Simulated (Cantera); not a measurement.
A closed system holds: 1 mol Al, 0.12 mol Cl2, at 998.15 K and 170000 Pa.

Method: chemical equilibrium by Gibbs-energy minimisation in Cantera with the NASA 1993 tables (ideal gas, pure condensed phases). Candidate condensed phases: Al, AlCl3; 8 gas species. The tables' values for AlCl2 are old estimates; treat these amounts as uncertain. Rates play no part.

Base state: AlCl3 0.863, Al2Cl6 0.129, AlCl2 0.00466, AlCl 0.00350 (mole fractions); condensed: Al(l).

### Question
What changes in the equilibrium state with this change: pressure from 170000 Pa to 13300 Pa?

### Answer
```json
[
 {"species": "AlCl3", "before": "0.863", "after": "0.956"},
 {"species": "AlCl", "before": "0.00350", "after": "0.0198"},
 {"species": "Al2Cl6", "before": "0.129", "after": "0.0124"},
 {"species": "AlCl2", "before": "0.00466", "after": "0.0117"},
 {"species": "Al(l), mol", "before": "0.920", "after": "0.919"}
]
```
